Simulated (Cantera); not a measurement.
An isothermal, constant-pressure homogeneous reactor starts with NO : N2 = 1 : 2.2 (molar parts), at 1675 K and 0.0490 bar. Integrator tolerance rtol = 1e-08.

Cantera simulation using GRI-Mech 3.0 (53 species, 325 reactions); the numbers are that mechanism's predictions, not measurements. Radical loss at walls, strong at low pressure, is not modelled.

**Question.** What does this change do: temperature 1675 to 2100 K?

**Answer.** 
| quantity | before | after |
|---|---|---|
| x(NO) at 20.0 s | 0.298 (gas-phase equilibrium 0.00235) | 0.00892 (gas-phase equilibrium 0.00872) |
| x(O) at 20.0 s | 1.67e-5 (gas-phase equilibrium 6.11e-5) | 0.00245 (gas-phase equilibrium 0.00245) |
| x(N2O) at 20.0 s | 3.16e-5 (gas-phase equilibrium 3.16e-8) | 1.12e-7 (gas-phase equilibrium 1.11e-7) |
| x(O2) at 20.0 s | 0.00715 (gas-phase equilibrium 0.155) | 0.150 (gas-phase equilibrium 0.150) |
| x(NO2) at 20.0 s | 4.34e-5 (gas-phase equilibrium 1.48e-6) | 2.45e-6 (gas-phase equilibrium 2.40e-6) |
| x(N2) at 20.0 s | 0.695 (gas-phase equilibrium 0.843) | 0.838 (gas-phase equilibrium 0.838) |
